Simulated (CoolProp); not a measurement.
Saturation properties of C2F6 (R116).

Computed with CoolProp (reference Helmholtz-energy equation of state, Lemmon 2006). It is a short technical equation, of lower accuracy than the large ones.

```csv
T (°C),p (kPa),liquid density (kg/m³),liquid cp (kJ/(kg K)),vapour viscosity (µPa s)
-47.95,401.3,1461,1.033,10.5
-44.85,451.8,1445,1.045,10.6
-41.65,508.9,1427,1.058,10.8
-38.55,569.1,1410,1.072,10.9
-35.45,634.5,1393,1.086,11.1
-32.25,707.7,1374,1.103,11.3
-29.15,784.4,1355,1.120,11.4
-26.05,867.1,1336,1.138,11.6
-22.85,959.1,1315,1.159,11.8
-19.75,1055,1294,1.182,12.0
-16.65,1158,1272,1.208,12.3
-13.45,1272,1249,1.238,12.5
-10.35,1389,1225,1.272,12.9
```

It boils at -78.1 °C under 1 atm.

Viscosity comes from a separate model (Huber 2003), an estimate that may be off by 10 % or more.
